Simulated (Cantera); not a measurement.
Premixed flame

A freely propagating, adiabatic, planar premixed flame of CH₄ : H₂ : O₂ : N₂ = 1 : 0.94 : 3.58 : 13.5 (molar parts), unburnt at 400 K and 1430 Torr; mixture-averaged transport, grid criteria slope 0.08 and curve 0.16, no radiation.

Detailed kinetics in Cantera: GRI-Mech 3.0 (53 species, 325 reactions). Burning velocities carry a grid error of a few per cent, more on coarse grids.

```
z (mm)   T (K)  u (m/s)     x CH₄      x H₂    x O₂   x C₂H₄    x HCO    x NO₂
-------  -----  -------  --------  --------  ------  -------  -------  -------
-0.853     400    0.385    0.0527    0.0478   0.189    <1e-8    <1e-8    <1e-8
-0.569     404    0.387    0.0527    0.0446   0.189  6.72e-8    <1e-8    <1e-8
-0.427     415    0.397    0.0525    0.0406   0.189  4.81e-7    <1e-8    <1e-8
-0.284     485    0.462    0.0499    0.0331   0.186  4.97e-6    <1e-8  5.39e-8
-0.142     833    0.792    0.0354    0.0215   0.160  4.77e-5  6.93e-8  1.40e-7
-0.0711   1181     1.12    0.0198    0.0155   0.129  9.08e-5  2.45e-6  3.69e-8
0         1520     1.45   0.00472   0.00945  0.0934  5.03e-5  1.29e-5    <1e-8
0.0711    1679     1.60  0.000311   0.00473  0.0737  2.01e-6  3.44e-6    <1e-8
0.142     1748     1.66   1.27e-5   0.00296  0.0674  2.92e-8  1.97e-7    <1e-8
0.284     1822     1.72   2.62e-8   0.00188  0.0635    <1e-8    <1e-8    <1e-8
0.569     1880     1.77     <1e-8  0.000930  0.0617    <1e-8    <1e-8    <1e-8
1.14      1909     1.80     <1e-8  0.000328  0.0611    <1e-8    <1e-8  1.29e-8
2.28      1920     1.80     <1e-8  0.000118  0.0611    <1e-8    <1e-8  1.27e-8
```
x: mole fraction of selected species; z is measured from the peak of heat release.

| Item | Value |
|---|---|
| laminar burning velocity | 38.5 cm/s |
| thermal thickness | 0.284 mm |
| peak x(C₂H₄) | 9.42e-5 |
| peak x(HCO) | 1.30e-5 |
| grid points | 145 |
